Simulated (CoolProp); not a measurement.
Vapour-liquid equilibrium of R125 (1) + R115 (2) at 1.1 MPa; x and y are mole fractions of (1).

Computed with CoolProp (multi-fluid Helmholtz-energy mixture model, Lemmon 2005 and Lemmon 2016; pair parameters Bell 2016).

```tsv
x	bubble temperature (K)	y at the bubble point	dew temperature at overall composition x (K)	liquid density (mol/L)
0.05	303.5	0.089	304.5	8.178
0.125	300.5	0.202	302.5	8.331
0.2	298.1	0.298	300.6	8.478
0.275	296.1	0.380	298.7	8.621
0.35	294.5	0.452	296.8	8.764
0.425	293.2	0.517	295.1	8.910
0.5	292.1	0.578	293.5	9.062
0.575	291.3	0.636	292.2	9.221
0.65	290.6	0.694	291.1	9.388
0.725	290.1	0.752	290.3	9.566
0.8	289.7	0.812	289.8	9.753
0.875	289.6	0.877	289.6	9.951
0.95	289.7	0.948	289.7	10.16
```

y crosses x between x = 0.875 and 0.95: the model has an azeotrope there.

Pair parameters are fitted to limited data, so mixtures are less certain than the pure fluids.
